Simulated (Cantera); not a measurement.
Feed: 1 mol CH2F2, 0.2 mol HCl, 0.091 mol H2, at 1.20 Pa.

Cantera equilibrium calculation (NASA polynomials, part measured and part estimated; ideal gas, pure solids and liquids). Candidate condensed phases: C, C6H6, C7H8, C8H18; 135 gas species. Ions and electrons are included (thermal ionisation). The numbers say what is thermodynamically allowed, not how fast it happens. All values below are at 4500 K.

Base state: H 0.426, F 0.358, C 0.177, Cl 0.0358, e- 0.00147, C+ 0.00145 (mole fractions); condensed: gas only.

**Question.** What changes in the equilibrium state with this change: CH2F2 replaced by c-C4F8?

**Answer.** 
```json
[
 {"species": "F", "before": "0.358", "after": "0.635"},
 {"species": "C", "before": "0.177", "after": "0.315"},
 {"species": "H", "before": "0.426", "after": "0.0303"},
 {"species": "Cl", "before": "0.0358", "after": "0.0159"},
 {"species": "C+", "before": "0.00145", "after": "0.00194"},
 {"species": "e-", "before": "0.00147", "after": "0.00195"}
]
```
The feed counts by its element totals alone.
